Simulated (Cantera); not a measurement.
An isothermal, constant-pressure homogeneous reactor starts with CO : O₂ : H₂O : N₂ = 0.0047 : 0.0057 : 0.075 : 1 (molar parts), equivalence ratio 0.41, at 1423 K and 5.00 bar.

Computed with Cantera and GRI-Mech 3.0 (53 species, 325 reactions).

x: mole fraction; the columns are a selection and need not sum to one.

| t (s) | x CO | x O₂ | x H₂O | x O | x NO |
|---|---|---|---|---|---|
| 0.000400 | 0.00415 | 0.00519 | 0.0690 | 5.39e-6 | 5.32e-11 |
| 0.000959 | 0.00105 | 0.00374 | 0.0688 | 2.11e-5 | 3.96e-8 |
| 0.00230 | 0.000148 | 0.00318 | 0.0691 | 3.59e-6 | 6.20e-8 |
| 0.00551 | 1.87e-5 | 0.00310 | 0.0692 | 7.11e-7 | 6.70e-8 |
| 0.0132 | 1.89e-6 | 0.00309 | 0.0692 | 1.74e-7 | 6.86e-8 |
| 0.0316 | ? | 0.00309 | 0.0692 | ? | 6.93e-8 |
| 0.0758 | ? | 0.00309 | 0.0692 | 3.62e-8 | 6.95e-8 |
| 0.182 | 5.09e-8 | 0.00309 | 0.0692 | 3.37e-8 | 6.96e-8 |
| 0.436 | 5.09e-8 | 0.00309 | 0.0692 | 3.37e-8 | 6.99e-8 |
| 1.04 | 5.09e-8 | 0.00309 | 0.0692 | 3.37e-8 | 7.06e-8 |
| 2.50 | 5.09e-8 | 0.00309 | 0.0692 | 3.37e-8 | 7.24e-8 |
| 6.00 | 5.09e-8 | 0.00309 | 0.0692 | 3.37e-8 | 7.65e-8 |

Task: What belongs in the gaps?

Result: 
- 0.0316, x CO: 1.77e-7
- 0.0316, x O: 6.02e-8
- 0.0758, x CO: 5.65e-8
